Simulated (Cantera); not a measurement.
Feed: 1 mol Si, 0.66 mol F2, 0.43 mol H2, held at 277 °C and 1.70 mbar.

Method: chemical equilibrium by Gibbs-energy minimisation in Cantera with the NASA 1993 tables (ideal gas, pure condensed phases). Candidate condensed phases: Si; 25 gas species. Kinetics and transport are ignored.

Base state: H2 0.564, SiF4 0.432, SiHF3 0.00392, SiH2F2 2.76e-5 (mole fractions); condensed: Si(s).

### Question
What changes in the equilibrium state with this change: F2 from 0.66 to 7.9 mol?

### Answer
```csv
species,before,after
F2,<1e-9,0.746
SiF4,0.432,0.136
HF,<1e-9,0.117
H2,0.564,<1e-9
SiHF3,0.00392,<1e-9
F,<1e-9,0.000673
SiH2F2,2.76e-5,<1e-9
"Si(s), mol",0.669,0
```
